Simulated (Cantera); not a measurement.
An isothermal, constant-pressure homogeneous reactor starts with CH4 : H2 = 0.011 : 1 (molar parts), at 1675 K and 15.0 Torr.

Computed with Cantera and GRI-Mech 3.0 (53 species, 325 reactions). GRI-Mech 3.0 stops at C3 and has no aromatics, soot or wall deposition, so with more carbon than oxygen in the feed, carbon stays in small species such as C2H2 where larger ones or solid carbon would form. Radical loss at walls, strong at low pressure, is not modelled.

x: mole fraction; the columns are a selection and need not sum to one.

```tsv
t (s)	x CH4	x H2	x C2H4	x C2H	x CH3
0.000100	0.0109	0.989	<1e-12	<1e-12	1.63e-7
0.000268	0.0109	0.989	<1e-12	<1e-12	3.52e-7
0.000720	0.0109	0.989	1.24e-11	<1e-12	?
0.00193	0.0109	0.989	2.19e-10	<1e-12	2.20e-6
0.00518	0.0109	0.989	4.02e-9	<1e-12	5.82e-6
0.0139	0.0109	0.989	?	<1e-12	?
0.0373	0.0108	0.989	9.70e-7	<1e-12	4.07e-5
0.100	0.0107	0.989	5.05e-6	4.76e-11	9.72e-5
0.268	0.0102	0.989	8.47e-6	8.74e-10	0.000150
0.720	0.00879	0.989	7.58e-6	3.65e-9	0.000138
1.93	0.00633	0.991	5.98e-6	8.53e-9	0.000101
5.18	0.00355	0.992	5.30e-6	1.43e-8	5.80e-5
13.9	0.00161	0.993	5.57e-6	1.85e-8	2.67e-5
37.3	0.000661	0.993	5.93e-6	2.06e-8	1.11e-5
100	0.000307	0.994	6.11e-6	2.14e-8	5.17e-6
```

Question: Fill in the missing entries.

Answer: 
- 0.000720, x CH3: 8.55e-7
- 0.0139, x C2H4: 7.15e-8
- 0.0139, x CH3: 1.55e-5
